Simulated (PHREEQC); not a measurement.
Make-up at 20 °C: 1.6 mol NH4Br, 0.0061 mol Na2SiO3 and 0.0011 mol K2CO3 per kg of water. Closed to the air; pH follows from the charge balance.

Model: ion-association model, wateq4f.dat, run in PHREEQC.

No solid was allowed to form.

Problem. Order these C species by the share of C that they hold, largest first: CO2, CO3-2, NaHCO3, HCO3-.

Solution. HCO3- (95 %), CO2 (4.6 %), CO3-2 (0.36 %), NaHCO3 (0.22 %)

The pH is 7.36 and the ionic strength 1.60 mol/kgw. Saturation is exceeded, for instance for SiO2(a), Quartz (slow to form); the values hold only as long as no solid forms. The ionic strength is past about 0.7 mol/kgw, beyond the range of this activity model, so the values are rough. Complexes and solids missing from the database can't appear.
